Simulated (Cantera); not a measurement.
Charge: 1 mol SiH2Cl2, 3.2 mol HCl, 1800 mol H2, at 7.50 Torr.

Equilibrium computed with Cantera from the NASA thermochemical tables; the gas is ideal and each condensed phase is pure. Candidate condensed phases: Si; 19 gas species. Gases not in the tables: Si2H6 and higher silanes. Equilibrium is a limit: real reactors are often held back by kinetics, nucleation or transport.

Which condensed phases are stable at each of these points (T (K)): 1273, 1373, 1473, 1573, 1673, 1773, 1873, 1973, 2073, 2173, 2273, 2373, 2473?


```json
[
 {"T (K)": "1273", "condensed phases": "Si(s)", "Si condensed (%)": "96.2"},
 {"T (K)": "1373", "condensed phases": "Si(s)", "Si condensed (%)": "95.7"},
 {"T (K)": "1473", "condensed phases": "Si(s)", "Si condensed (%)": "95.1"},
 {"T (K)": "1573", "condensed phases": "Si(s)", "Si condensed (%)": "93.1"},
 {"T (K)": "1673", "condensed phases": "Si(s)", "Si condensed (%)": "83.5"},
 {"T (K)": "1773", "condensed phases": "Si(l)", "Si condensed (%)": "46.0"},
 {"T (K)": "1873", "condensed phases": "gas only", "Si condensed (%)": "0.0"},
 {"T (K)": "1973", "condensed phases": "gas only", "Si condensed (%)": "0.0"},
 {"T (K)": "2073", "condensed phases": "gas only", "Si condensed (%)": "0.0"},
 {"T (K)": "2173", "condensed phases": "gas only", "Si condensed (%)": "0.0"},
 {"T (K)": "2273", "condensed phases": "gas only", "Si condensed (%)": "0.0"},
 {"T (K)": "2373", "condensed phases": "gas only", "Si condensed (%)": "0.0"},
 {"T (K)": "2473", "condensed phases": "gas only", "Si condensed (%)": "0.0"}
]
```

From 1273 K to 1673 K the condensed part is Si(s). At 1773 K the condensed part is Si(l). From 1873 K to 2473 K nothing is condensed.
